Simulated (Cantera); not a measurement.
Cantera run, input and output.

```python
import numpy as np
import cantera as ct

gas = ct.Solution("h2o2.yaml")
gas.TPX = 1175, 2666, {'H2': 0.012, 'O2': 1}
reactor = ct.IdealGasConstPressureReactor(gas, energy="off", clone=False)
net = ct.ReactorNet([reactor])
net.rtol, net.atol = 1e-08, 1e-18
show = ['H2', 'O2', 'HO2', 'H2O2', 'H', 'OH', 'H2O']
times = np.geomspace(4e-06, 20, 9)

steps = ct.SolutionArray(gas, extra=["t"])
rows = []
print(f"{'t/s':>10s}{'T/K':>9s}{'P/Pa':>11s}" + "".join(f"{s:>11s}" for s in show))
for t in times:
    while net.time < t:
        t_next = net.step()
        steps.append(gas.state, t=t_next)
    rows.append([np.interp(t, steps.t, y) for y in (steps.T, steps.P, *steps(*show).X.T)])
    print(f"{t:10.3e}{rows[-1][0]:9.1f}{rows[-1][1]:11.4g}" + "".join(f"{x:11.3e}" for x in rows[-1][2:]))
rate = np.gradient(steps.T, steps.t)
print("integrator steps:", len(steps.t))
if steps.T.max() > steps.T[0] + 200:
    print(f"time of steepest temperature rise: {steps.t[rate.argmax()]:.4e} s")
gas.TPX = 1175, 2666, {'H2': 0.012, 'O2': 1}
gas.equilibrate("TP")
print(f"equilibrium (TP): T = {gas.T:.1f} K  " + "  ".join(f"{s} {gas[s].X[0]:.3e}" for s in show))
```

It prints:

```
       t/s      T/K       P/Pa         H2         O2        HO2       H2O2          H         OH        H2O
 4.000e-06   1175.0       2666  1.186e-02  9.881e-01  5.312e-11  1.646e-16  4.885e-11  4.243e-12  4.064e-14
 2.751e-05   1175.0       2666  1.186e-02  9.881e-01  3.660e-10  7.723e-15  2.249e-10  1.443e-10  1.008e-11
 1.891e-04   1175.0       2666  1.186e-02  9.881e-01  2.530e-09  3.651e-13  7.524e-10  2.501e-09  1.352e-09
 1.301e-03   1175.0       2666  1.186e-02  9.881e-01  2.228e-08  1.842e-11  8.715e-08  4.286e-07  7.112e-07
 8.944e-03   1175.0       2666  5.820e-05  9.791e-01  2.221e-06  4.528e-08  5.066e-04  8.072e-04  1.115e-02
 6.151e-02   1175.0       2666  1.784e-05  9.851e-01  1.298e-06  3.897e-08  8.985e-05  4.542e-04  1.162e-02
 4.229e-01   1175.0       2666  1.084e-06  9.879e-01  2.498e-07  1.586e-08  1.387e-06  1.140e-04  1.187e-02
 2.908e+00   1175.0       2666  4.289e-08  9.881e-01  2.011e-08  1.861e-09  1.149e-08  2.315e-05  1.192e-02
 2.000e+01   1175.0       2666  3.032e-09  9.881e-01  3.534e-09  1.792e-10  2.235e-10  6.229e-06  1.193e-02
integrator steps: 1781
equilibrium (TP): T = 1175.0 K  H2 5.528e-10  O2 9.881e-01  HO2 4.501e-09  H2O2 3.690e-11  H 1.777e-11  OH 2.672e-06  H2O 1.193e-02
```

Computed with Cantera and the H2/O2 subset of GRI-Mech 3.0, which has no nitrogen chemistry. Radical loss at walls, strong at low pressure, is not modelled.
